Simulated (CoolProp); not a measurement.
n-octane at several states: density (kg/m³) from the reference equation and from simpler models built on Tc = 295.6 °C, pc = 24.84 bar, ω = 0.398; each cubic takes its own stable root.

Values from CoolProp's reference Helmholtz-energy equation of state, Beckmüller 2019.

```
T (°C)  p (bar)   phase  reference
------  -------  ------  ---------
303.55     3.51     gas      8.804
-40.25    0.795  liquid      750.4
188.75     12.4  liquid      547.8
327.75      2.7     gas      6.384
241.25     49.2  liquid      501.0
46.95      2.78  liquid      680.8
```

**Question.** How far does each simpler model (van der Waals, Soave-Redlich-Kwong, Peng-Robinson) lie from the reference over these 6 states: mean and median of the absolute difference, and the worst?

**Answer.** 
- van der Waals: mean 28.7 %, median 40.9 %, worst -45.1 % at -40.25 °C and 0.795 bar
- Soave-Redlich-Kwong: mean 10.0 %, median 14.3 %, worst -16.1 % at -40.25 °C and 0.795 bar
- Peng-Robinson: mean 2.8 %, median 3.2 %, worst -5.9 % at -40.25 °C and 0.795 bar
